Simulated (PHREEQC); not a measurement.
Make-up at 20 °C: 0.0012 mol HBr, 0.0029 mol CuSO4 and 0.089 mol MnSO4 per kg of water. Closed to the air; pH follows from the charge balance.

Model: ion-association model, phreeqc.dat, run in PHREEQC.

No solid was allowed to form.

**Question.** What pH, density, specific conductance does the model give?

**Answer.** pH 3.40; density 1.011 g/cm³; specific conductance 7750 µS/cm.

**Question.** In which forms is Cu present?

**Answer.** Cu+2 52 %, CuSO4 48 % of the Cu.
